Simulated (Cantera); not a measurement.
An isothermal, constant-pressure homogeneous reactor starts with NO : N2 = 1 : 0.19 (molar parts), at 1800 K and 0.0700 bar. Integrator tolerance rtol = 1e-08.

Detailed kinetics in Cantera: GRI-Mech 3.0 (53 species, 325 reactions).

Question: What does this change do: pressure from 0.0700 bar to 0.0267 bar?

Answer: 
```tsv
quantity	before	after
x(NO) at 40.0 s	0.273 (gas-phase equilibrium 0.00504)	0.481 (gas-phase equilibrium 0.00504)
x(O2) at 40.0 s	0.283 (gas-phase equilibrium 0.417)	0.179 (gas-phase equilibrium 0.417)
x(N2O) at 40.0 s	2.30e-5 (gas-phase equilibrium 6.55e-8)	6.56e-5 (gas-phase equilibrium 4.04e-8)
x(N2) at 40.0 s	0.443 (gas-phase equilibrium 0.577)	0.339 (gas-phase equilibrium 0.577)
x(NO2) at 40.0 s	0.000209 (gas-phase equilibrium 4.70e-6)	0.000177 (gas-phase equilibrium 2.90e-6)
x(O) at 40.0 s	0.000250 (gas-phase equilibrium 0.000299)	0.000333 (gas-phase equilibrium 0.000484)
```
Radical loss at walls, strong at low pressure, is not modelled.
